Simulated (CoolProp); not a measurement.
The fluid at 293.15 K and 8.43 MPa (liquid) is heated at constant pressure to 311.1 K. The same conditions are run with several fluids, on thermodynamics alone (safety and materials aside).

Computed with CoolProp (reference Helmholtz-energy equation of state of each fluid (n-perfluorobutane: Gao 2022; R236FA: Pan 2012; ethylbenzene: Zhou 2012; o-xylene: Zhou 2012; R142b: Lemmon 2006)).

Task: Rank n-perfluorobutane, R236FA, ethylbenzene, o-xylene, R142b by heat (kJ/kg), highest first.

Result: o-xylene (31.8), ethylbenzene (31.4), R142b (23.1), R236FA (21.7), n-perfluorobutane (20.1)

```tsv
fluid	final density (kg/m³)
n-perfluorobutane	1510
R236FA	1360
ethylbenzene	858
o-xylene	871
R142b	1110
```
